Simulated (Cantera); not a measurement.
A Cantera script and its output.

```python
import numpy as np
import cantera as ct

surf = ct.Interface("ptcombust.yaml", "Pt_surf")
gas = surf.adjacent["gas"]
gas.TPX = 300, 9200, {'CH4': 0.05, 'O2': 0.1, 'N2': 0.79}
jet = ct.ImpingingJet(gas=gas, width=0.041, surface=surf)
jet.inlet.mdot, jet.inlet.T, jet.inlet.X = 0.081, 300, {'CH4': 0.05, 'O2': 0.1, 'N2': 0.79}
jet.set_refine_criteria(ratio=10, slope=0.2, curve=0.3)
show, cover = ['CH4', 'O2', 'H2O', 'OH', 'CO', 'CO2'], ["PT(S)", "H(S)", "O(S)", "OH(S)", "CO(S)", "C(S)"]

rows = []
print(f"{'Ts/K':>7s}" + "".join(f"{s:>11s}" for s in show + cover) + "   (gas at the wall, coverages)")
for i, Ts in enumerate([950, 1000, 1050, 1100, 1150, 1200]):
    jet.surface.T = Ts
    if i == 0:
        surf.TP = Ts, 9200
        surf.coverages = "PT(S):0.5, O(S):0.5"
        surf.advance_coverages(1.0)
        jet.set_initial_guess(products="inlet")
    jet.solve(loglevel=0, auto=(i == 0))
    rows.append([*(jet.X[gas.species_index(s), -1] for s in show), *surf[cover].coverages])
    print(f"{Ts:7g}" + "".join(f"{x:11.3e}" for x in rows[-1]))
```

It prints:

```
   Ts/K        CH4         O2        H2O         OH         CO        CO2      PT(S)       H(S)       O(S)      OH(S)      CO(S)       C(S)   (gas at the wall, coverages)
    950  2.403e-02  4.414e-02  5.443e-02  1.089e-07  1.471e-05  3.600e-02  3.292e-01  3.551e-07  6.690e-01  1.805e-03  2.000e-05  9.573e-08
   1000  1.645e-02  2.813e-02  6.830e-02  2.863e-07  1.482e-05  4.533e-02  4.349e-01  8.532e-07  5.633e-01  1.774e-03  1.547e-05  9.668e-08
   1050  1.146e-02  1.764e-02  7.733e-02  6.493e-07  1.544e-05  5.145e-02  5.447e-01  1.794e-06  4.536e-01  1.604e-03  1.201e-05  9.558e-08
   1100  8.337e-03  1.112e-02  8.289e-02  1.297e-06  1.734e-05  5.524e-02  6.531e-01  3.461e-06  3.456e-01  1.362e-03  9.850e-06  9.764e-08
   1150  6.308e-03  6.909e-03  8.644e-02  2.282e-06  2.193e-05  5.767e-02  7.603e-01  6.506e-06  2.386e-01  1.085e-03  9.089e-06  1.101e-07
   1200  3.667e-03  2.563e-03  9.081e-02  3.501e-07  2.223e-03  5.834e-02  9.973e-01  1.504e-04  1.555e-03  9.134e-05  8.981e-04  1.365e-05
```

Model: Deutschmann's 1995 Pt surface mechanism with GRI-Mech 3.0 gas chemistry, integrated in Cantera. Catalytic surfaces can have several steady states; this one follows from the mechanism file's or the stated starting coverage.
